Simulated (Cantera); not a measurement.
A closed system holds: 1 mol BaF₂, 19 mol H₂, 4.5 mol N₂, 3.3 mol O₂, at 0.310 bar.

Method: chemical equilibrium by Gibbs-energy minimisation in Cantera with the NASA 1993 tables (ideal gas, pure condensed phases). Candidate condensed phases: Ba, BaF₂, BaO, Ba(OH)₂, H₂O; 45 gas species. Mutual solubility and eutectic melting of coexisting phases are not modelled. Equilibrium is a limit: real reactors are often held back by kinetics, nucleation or transport.

Q: What share of the Ba ends up in condensed phases as a function of T (°C), at 1225, 1275, 1325, 1375, 1425, 1475, 1525, 1575, 1625, 1675, 1725?

A: 
```json
[
 {"T (°C)": "1225", "Ba condensed (%)": "99.1", "as": "BaF₂(s) + BaO(s)"},
 {"T (°C)": "1275", "Ba condensed (%)": "98.4", "as": "BaF₂(s) + BaO(s)"},
 {"T (°C)": "1325", "Ba condensed (%)": "97.1", "as": "BaF₂(s) + BaO(s)"},
 {"T (°C)": "1375", "Ba condensed (%)": "94.9", "as": "BaF₂(l) + BaO(s)"},
 {"T (°C)": "1425", "Ba condensed (%)": "91.0", "as": "BaF₂(l) + BaO(s)"},
 {"T (°C)": "1475", "Ba condensed (%)": "84.4", "as": "BaF₂(l) + BaO(s)"},
 {"T (°C)": "1525", "Ba condensed (%)": "73.1", "as": "BaF₂(l) + BaO(s)"},
 {"T (°C)": "1575", "Ba condensed (%)": "54.3", "as": "BaF₂(l) + BaO(s)"},
 {"T (°C)": "1625", "Ba condensed (%)": "23.6", "as": "BaF₂(l) + BaO(s)"},
 {"T (°C)": "1675", "Ba condensed (%)": "7.0", "as": "BaO(s)"},
 {"T (°C)": "1725", "Ba condensed (%)": "2.3", "as": "BaO(s)"}
]
```
